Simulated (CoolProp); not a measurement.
Model: reference Helmholtz-energy equation of state, Wu 2011, in CoolProp.

Question: For dimethyl ether, give the phase and the Z, cp (kJ/(kg K)), isothermal compressibility (1/MPa), fugacity coefficient at 137.15 °C and 17.8 MPa; 172.75 °C and 17.8 MPa; 177.85 °C and 17.8 MPa.

Answer: 
- 137.15 °C and 17.8 MPa: supercritical; Z 0.465, cp 2.84, isothermal compressibility 0.0104, fugacity coefficient 0.310
- 172.75 °C and 17.8 MPa: supercritical; Z 0.499, cp 3.10, isothermal compressibility 0.0207, fugacity coefficient 0.423
- 177.85 °C and 17.8 MPa: supercritical; Z 0.506, cp 3.14, isothermal compressibility 0.0229, fugacity coefficient 0.439
